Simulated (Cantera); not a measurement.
A closed system holds: 1 mol CsOH, 0.33 mol H2, 0.27 mol H2O, at 1000 Pa.

Cantera equilibrium calculation (NASA polynomials, part measured and part estimated; ideal gas, pure solids and liquids). Candidate condensed phases: Cs, CsOH, H2O; 15 gas species. Equilibrium is a limit: real reactors are often held back by kinetics, nucleation or transport.

x: gas mole fraction; nothing condenses.

```csv
T (°C),x H2O,x CsOH,x Cs,x H2,x OH
1377,0.359,0.352,0.208,0.0807,5.19e-5
1427,0.370,0.336,0.220,0.0735,0.000104
1477,0.380,0.322,0.231,…,…
1527,0.389,0.308,0.241,0.0606,0.000373
1577,0.397,0.296,0.250,0.0550,0.000674
1627,0.404,0.284,0.259,0.0498,0.00118
1677,0.410,0.273,0.267,…,…
1727,0.414,0.262,0.275,0.0416,0.00330
1777,0.417,0.249,0.283,0.0390,0.00524
```

Task: What belongs in the gaps?

Result: 
- 1477, x H2: 0.0668
- 1477, x OH: 0.000200
- 1677, x H2: 0.0453
- 1677, x OH: 0.00200
